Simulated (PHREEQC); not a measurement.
Consider water at 25 °C with 97 mmol/kgw NH4HF2, 3.6 mmol/kgw (NH4)2SiF6 and 9.8 mmol/kgw H3AsO4. Closed to the air; pH follows from the charge balance.

All values are PHREEQC results (ion-association model, wateq4f.dat), not measurements.

Problem. The ionic strength comes out as 0.109 mol/kgw. What activity coefficients do SiF6-2, NH4+, HF2-, HAsO4-2, H+ get?

Solution. SiF6-2 0.37, NH4+ 0.78, HF2- 0.76, HAsO4-2 0.36, H+ 0.82.

This is a speciation only: nothing precipitates in the calculation. Species that the database lacks are ignored. wateq4f.dat counts part of the HF as a dimer, H2F2, which phreeqc.dat doesn't know; its constant is uncertain. SiF6-2 is the database's only silicon fluoride.
